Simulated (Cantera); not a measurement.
Cantera run, input and output.

```python
import numpy as np
import cantera as ct

gas = ct.Solution("SiF4_NH3_mec.yaml", "gas")
gas.TPX = 2125, 200000, {'NH3': 1, 'N2': 0.27, 'H2': 0.022}
reactor = ct.IdealGasConstPressureReactor(gas, energy="off", clone=False)
net = ct.ReactorNet([reactor])
net.rtol, net.atol = 1e-08, 1e-18
show = ['NH3', 'NH2', 'N', 'N2', 'NH', 'H2']
times = np.geomspace(2e-06, 1, 9)

steps = ct.SolutionArray(gas, extra=["t"])
rows = []
print(f"{'t/s':>10s}{'T/K':>9s}{'P/Pa':>11s}" + "".join(f"{s:>11s}" for s in show))
for t in times:
    while net.time < t:
        t_next = net.step()
        steps.append(gas.state, t=t_next)
    rows.append([np.interp(t, steps.t, y) for y in (steps.T, steps.P, *steps(*show).X.T)])
    print(f"{t:10.3e}{rows[-1][0]:9.1f}{rows[-1][1]:11.4g}" + "".join(f"{x:11.3e}" for x in rows[-1][2:]))
rate = np.gradient(steps.T, steps.t)
print("integrator steps:", len(steps.t))
if steps.T.max() > steps.T[0] + 200:
    print(f"time of steepest temperature rise: {steps.t[rate.argmax()]:.4e} s")
gas.TPX = 2125, 200000, {'NH3': 1, 'N2': 0.27, 'H2': 0.022}
gas.equilibrate("TP")
print(f"equilibrium (TP): T = {gas.T:.1f} K  " + "  ".join(f"{s} {gas[s].X[0]:.3e}" for s in show))
```

It prints:

```
       t/s      T/K       P/Pa        NH3        NH2          N         N2         NH         H2
 2.000e-06   2125.0      2e+05  7.737e-01  2.322e-04  3.846e-10  2.090e-01  2.617e-07  1.714e-02
 1.031e-05   2125.0      2e+05  7.723e-01  1.125e-03  5.960e-08  2.089e-01  7.194e-06  1.770e-02
 5.318e-05   2125.0      2e+05  7.638e-01  2.212e-03  2.938e-07  2.099e-01  2.196e-05  2.401e-02
 2.742e-04   2125.0      2e+05  7.205e-01  2.009e-03  6.504e-07  2.170e-01  2.552e-05  6.034e-02
 1.414e-03   2125.0      2e+05  5.458e-01  1.513e-03  1.402e-06  2.458e-01  2.891e-05  2.066e-01
 7.293e-03   2125.0      2e+05  1.817e-01  6.805e-04  1.830e-06  3.058e-01  2.180e-05  5.112e-01
 3.761e-02   2125.0      2e+05  7.619e-03  6.306e-05  9.359e-07  3.344e-01  4.747e-06  6.561e-01
 1.939e-01   2125.0      2e+05  4.666e-04  4.484e-06  9.059e-08  3.355e-01  3.940e-07  6.619e-01
 1.000e+00   2125.0      2e+05  7.690e-05  7.401e-07  1.500e-08  3.356e-01  6.515e-08  6.622e-01
integrator steps: 1426
equilibrium (TP): T = 2125.0 K  NH3 1.031e-05  NH2 9.918e-08  N 2.011e-09  N2 3.356e-01  NH 8.731e-09  H2 6.623e-01
```

Model: the gas-phase N/H chemistry of the illustrative SiF4/NH3 mechanism in the Surface Chemkin manual (1991), integrated in Cantera. Walls and surfaces, which speed up NH3 decomposition in real reactors, are not modelled.
